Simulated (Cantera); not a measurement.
# Roasting and sulfation: FeS + O2 + H2O

Input: 1 mol FeS, 3 mol O2, 0.44 mol H2O, at 725 K and 2.00 bar.

Method: chemical equilibrium by Gibbs-energy minimisation in Cantera with the NASA 1993 tables (ideal gas, pure condensed phases). Candidate condensed phases: Fe, FeO, Fe(OH)2, Fe(OH)3, FeS, FeSO4, FeS2, Fe2O3, Fe2(SO4)3, Fe3O4, H2O, H2SO4, S; 22 gas species. Equilibrium is a limit: real reactors are often held back by kinetics, nucleation or transport.

- x(O2): 0.630
- x(H2O): 0.370
- x(SO3): 3.20e-5
- x(H2SO4): 6.73e-6
- n(Fe2O3(s)): 0.167 mol
- n(Fe2(SO4)3(s)): 0.333 mol
- gas amount: 1.190 mol
- log10 activity of FeSO4(s) (absent): -2.14
- log10 activity of H2SO4(l) (absent): -5.61
- log10 activity of Fe(OH)3(s) (absent): -7.58
